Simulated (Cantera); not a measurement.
## Premixed flame

A freely propagating, adiabatic, planar premixed flame of 8.67 % CH4, 6.42 % CO, 14.7 % O2, 70.3 % N2, equivalence ratio 1.4, unburnt at 550 K and 128 Torr; mixture-averaged transport, grid criteria slope 0.08 and curve 0.16, no radiation.

Computed with Cantera and GRI-Mech 3.0 (53 species, 325 reactions). Burning velocities carry a grid error of a few per cent, more on coarse grids.

```json
[
 {"z (mm)": "-5.84", "T (K)": "550", "u (m/s)": "1.07", "x CH4": "0.0866", "x CO": "0.0641", "x O2": "0.146", "x C2H2": "<1e-8", "x HO2": "2.36e-7", "x HCO": "<1e-8"},
 {"z (mm)": "-3.89", "T (K)": "551", "u (m/s)": "1.07", "x CH4": "0.0862", "x CO": "0.0639", "x O2": "0.146", "x C2H2": "2.32e-8", "x HO2": "3.77e-6", "x HCO": "<1e-8"},
 {"z (mm)": "-2.92", "T (K)": "559", "u (m/s)": "1.09", "x CH4": "0.0854", "x CO": "0.0637", "x O2": "0.145", "x C2H2": "2.18e-7", "x HO2": "1.66e-5", "x HCO": "<1e-8"},
 {"z (mm)": "-1.95", "T (K)": "626", "u (m/s)": "1.23", "x CH4": "0.0810", "x CO": "0.0643", "x O2": "0.140", "x C2H2": "3.82e-6", "x HO2": "3.87e-5", "x HCO": "<1e-8"},
 {"z (mm)": "-0.974", "T (K)": "990", "u (m/s)": "1.99", "x CH4": "0.0573", "x CO": "0.0741", "x O2": "0.113", "x C2H2": "5.05e-5", "x HO2": "4.08e-5", "x HCO": "1.32e-6"},
 {"z (mm)": "-0.487", "T (K)": "1338", "u (m/s)": "2.71", "x CH4": "0.0317", "x CO": "0.0881", "x O2": "0.0793", "x C2H2": "0.000150", "x HO2": "7.87e-5", "x HCO": "2.05e-5"},
 {"z (mm)": "0", "T (K)": "1652", "u (m/s)": "3.37", "x CH4": "0.00903", "x CO": "0.102", "x O2": "0.0415", "x C2H2": "0.000288", "x HO2": "4.85e-5", "x HCO": "5.97e-5"},
 {"z (mm)": "0.487", "T (K)": "1798", "u (m/s)": "3.67", "x CH4": "0.00113", "x CO": "0.102", "x O2": "0.0176", "x C2H2": "0.000137", "x HO2": "6.43e-6", "x HCO": "2.72e-5"},
 {"z (mm)": "0.974", "T (K)": "1837", "u (m/s)": "3.74", "x CH4": "8.40e-5", "x CO": "0.0948", "x O2": "0.00775", "x C2H2": "2.10e-5", "x HO2": "7.52e-7", "x HCO": "3.40e-6"},
 {"z (mm)": "1.95", "T (K)": "1856", "u (m/s)": "3.76", "x CH4": "3.82e-7", "x CO": "0.0846", "x O2": "0.00300", "x C2H2": "2.85e-7", "x HO2": "2.30e-7", "x HCO": "8.44e-8"},
 {"z (mm)": "3.89", "T (K)": "1870", "u (m/s)": "3.77", "x CH4": "<1e-8", "x CO": "0.0792", "x O2": "0.00205", "x C2H2": "<1e-8", "x HO2": "1.64e-7", "x HCO": "5.86e-8"},
 {"z (mm)": "7.79", "T (K)": "1885", "u (m/s)": "3.80", "x CH4": "<1e-8", "x CO": "0.0785", "x O2": "0.00175", "x C2H2": "<1e-8", "x HO2": "1.42e-7", "x HCO": "5.38e-8"},
 {"z (mm)": "15.6", "T (K)": "1908", "u (m/s)": "3.84", "x CH4": "<1e-8", "x CO": "0.0787", "x O2": "0.00140", "x C2H2": "<1e-8", "x HO2": "1.15e-7", "x HCO": "4.70e-8"}
]
```
x: mole fraction of selected species; z is measured from the peak of heat release.

```yaml
laminar_burning_velocity: 107 cm/s
thermal_thickness: 1.95 mm
peak x(C2H2): 0.000288
peak x(HO2): 8.13e-5
peak x(HCO): 5.98e-5
grid_points: 166
```
